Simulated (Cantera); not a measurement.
Thermodynamics of oxide etching and cleaning by halides, feed CaO + Cl2 + N2

A closed system holds: 1 mol CaO, 13 mol Cl2, 21 mol N2, held at 26.3 Torr.

These are equilibrium values from Cantera (NASA tables, ideal gas, pure condensed phases), not measurements of a reactor. Candidate condensed phases: Ca, CaCl2, CaO; 17 gas species. Condensed phases not in the tables: oxide chlorides. Equilibrium is a limit: real reactors are often held back by kinetics, nucleation or transport.

```csv
T (°C),log p N2,log p Cl2,log p Cl,log p O2,log p CaCl2,log p NO,log p ClO,log p O,n CaCl2(l)
927,-1.66,-1.91,-3.28,-3.29,-5.16,-5.79,-6.33,-9.24,0.993
952,-1.66,-1.92,-3.17,-3.29,-4.91,-5.71,-6.24,-9.02,0.988
977,-1.66,-1.92,-3.07,-3.29,-4.68,-5.64,-6.16,-8.80,0.980
1002,-1.67,-1.93,-2.97,-3.29,-4.45,-5.56,-6.08,-8.60,0.966
1027,-1.67,-1.94,-2.87,-3.29,-4.24,-5.49,-6.00,-8.40,0.944
1052,-1.67,-1.94,-2.78,-3.30,-4.03,-5.43,-5.93,-8.21,0.909
1077,-1.67,-1.95,-2.70,-3.30,-3.84,-5.36,-5.86,-8.02,0.855
1102,-1.68,-1.97,-2.61,-3.30,-3.65,-5.30,-5.80,-7.85,0.774
1127,-1.68,-1.98,-2.54,-3.31,-3.46,-5.24,-5.74,-7.68,0.653
```
log p: log10 of the partial pressure in bar; n: condensed amount in mol.

From 927 °C to 1127 °C the condensed part is CaCl2(l). The main Ca-bearing gas is CaCl2 throughout. The share of Ca in condensed phases is highest at 927 °C (99.3 %) and lowest at 1127 °C (65.3 %).
